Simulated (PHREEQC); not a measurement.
1 kg of water holding 0.43 mol/kgw NaCl and 0.011 mol/kgw CaCl2 is evaporated at 40 °C; the solids stay in contact with the brine. No CO2 enters from the air. Only these solids could form: Halite, Portlandite.

Model: Pitzer model, pitzer.dat, run in PHREEQC.

```json
[
 {"water left (kg)": "1", "ionic strength": "0.463", "water activity": "0.985", "Halite (mol)": "0", "Ca in solution (mol/kgw)": "0.0110", "Cl in solution (mol/kgw)": "0.452", "Na in solution (mol/kgw)": "0.430"},
 {"water left (kg)": "0.8219", "ionic strength": "0.563", "water activity": "(withheld)", "Halite (mol)": "0", "Ca in solution (mol/kgw)": "0.0134", "Cl in solution (mol/kgw)": "0.550", "Na in solution (mol/kgw)": "0.523"},
 {"water left (kg)": "0.6755", "ionic strength": "0.685", "water activity": "0.978", "Halite (mol)": "0", "Ca in solution (mol/kgw)": "0.0163", "Cl in solution (mol/kgw)": "0.669", "Na in solution (mol/kgw)": "0.637"},
 {"water left (kg)": "0.4563", "ionic strength": "1.01", "water activity": "0.967", "Halite (mol)": "0", "Ca in solution (mol/kgw)": "0.0241", "Cl in solution (mol/kgw)": "0.991", "Na in solution (mol/kgw)": "0.942"},
 {"water left (kg)": "0.375", "ionic strength": "1.23", "water activity": "0.960", "Halite (mol)": "0", "Ca in solution (mol/kgw)": "0.0293", "Cl in solution (mol/kgw)": "1.21", "Na in solution (mol/kgw)": "1.15"},
 {"water left (kg)": "0.3082", "ionic strength": "1.50", "water activity": "0.951", "Halite (mol)": "0", "Ca in solution (mol/kgw)": "0.0357", "Cl in solution (mol/kgw)": "1.47", "Na in solution (mol/kgw)": "1.40"},
 {"water left (kg)": "0.2533", "ionic strength": "(withheld)", "water activity": "0.939", "Halite (mol)": "0", "Ca in solution (mol/kgw)": "0.0434", "Cl in solution (mol/kgw)": "1.78", "Na in solution (mol/kgw)": "1.70"},
 {"water left (kg)": "0.1711", "ionic strength": "2.71", "water activity": "0.907", "Halite (mol)": "0", "Ca in solution (mol/kgw)": "0.0643", "Cl in solution (mol/kgw)": "2.64", "Na in solution (mol/kgw)": "2.51"},
 {"water left (kg)": "0.1407", "ionic strength": "3.29", "water activity": "0.884", "Halite (mol)": "0", "Ca in solution (mol/kgw)": "0.0782", "Cl in solution (mol/kgw)": "(withheld)", "Na in solution (mol/kgw)": "3.06"},
 {"water left (kg)": "0.1156", "ionic strength": "4.00", "water activity": "0.855", "Halite (mol)": "0", "Ca in solution (mol/kgw)": "0.0951", "Cl in solution (mol/kgw)": "3.91", "Na in solution (mol/kgw)": "3.72"},
 {"water left (kg)": "0.09502", "ionic strength": "4.87", "water activity": "0.818", "Halite (mol)": "0", "Ca in solution (mol/kgw)": "0.116", "Cl in solution (mol/kgw)": "4.76", "Na in solution (mol/kgw)": "4.53"},
 {"water left (kg)": "0.06418", "ionic strength": "6.44", "water activity": "0.747", "Halite (mol)": "0.0499", "Ca in solution (mol/kgw)": "0.171", "Cl in solution (mol/kgw)": "6.27", "Na in solution (mol/kgw)": "5.92"},
 {"water left (kg)": "0.05275", "ionic strength": "6.49", "water activity": "0.747", "Halite (mol)": "0.121", "Ca in solution (mol/kgw)": "0.209", "Cl in solution (mol/kgw)": "6.28", "Na in solution (mol/kgw)": "5.86"},
 {"water left (kg)": "0.04335", "ionic strength": "6.55", "water activity": "0.746", "Halite (mol)": "0.179", "Ca in solution (mol/kgw)": "0.254", "Cl in solution (mol/kgw)": "6.29", "Na in solution (mol/kgw)": "(withheld)"},
 {"water left (kg)": "0.03564", "ionic strength": "6.62", "water activity": "0.745", "Halite (mol)": "0.227", "Ca in solution (mol/kgw)": "0.309", "Cl in solution (mol/kgw)": "6.31", "Na in solution (mol/kgw)": "5.69"},
 {"water left (kg)": "0.0293", "ionic strength": "6.71", "water activity": "0.744", "Halite (mol)": "0.266", "Ca in solution (mol/kgw)": "0.375", "Cl in solution (mol/kgw)": "6.33", "Na in solution (mol/kgw)": "5.58"},
 {"water left (kg)": "0.01979", "ionic strength": "6.95", "water activity": "0.741", "Halite (mol)": "0.325", "Ca in solution (mol/kgw)": "0.556", "Cl in solution (mol/kgw)": "6.40", "Na in solution (mol/kgw)": "5.28"},
 {"water left (kg)": "0.01627", "ionic strength": "7.12", "water activity": "0.739", "Halite (mol)": "0.347", "Ca in solution (mol/kgw)": "0.676", "Cl in solution (mol/kgw)": "6.44", "Na in solution (mol/kgw)": "5.09"},
 {"water left (kg)": "0.01337", "ionic strength": "7.32", "water activity": "0.736", "Halite (mol)": "0.365", "Ca in solution (mol/kgw)": "0.823", "Cl in solution (mol/kgw)": "6.49", "Na in solution (mol/kgw)": "4.85"},
 {"water left (kg)": "0.01099", "ionic strength": "7.56", "water activity": "0.733", "Halite (mol)": "0.380", "Ca in solution (mol/kgw)": "1.00", "Cl in solution (mol/kgw)": "6.56", "Na in solution (mol/kgw)": "4.56"},
 {"water left (kg)": "0.007426", "ionic strength": "8.26", "water activity": "0.721", "Halite (mol)": "0.402", "Ca in solution (mol/kgw)": "1.48", "Cl in solution (mol/kgw)": "6.77", "Na in solution (mol/kgw)": "3.81"},
 {"water left (kg)": "0.006093", "ionic strength": "8.75", "water activity": "0.711", "Halite (mol)": "0.410", "Ca in solution (mol/kgw)": "1.81", "Cl in solution (mol/kgw)": "6.94", "Na in solution (mol/kgw)": "3.33"},
 {"water left (kg)": "0.005012", "ionic strength": "9.37", "water activity": "0.697", "Halite (mol)": "0.416", "Ca in solution (mol/kgw)": "2.19", "Cl in solution (mol/kgw)": "7.17", "Na in solution (mol/kgw)": "2.78"}
]
```

Complete the blanks.


- 0.8219, water activity: 0.982
- 0.2533, ionic strength: 1.83
- 0.1407, Cl in solution (mol/kgw): 3.21
- 0.04335, Na in solution (mol/kgw): 5.79

At this temperature some constants are extrapolated from 25 °C, and those without enthalpy data are left unchanged.
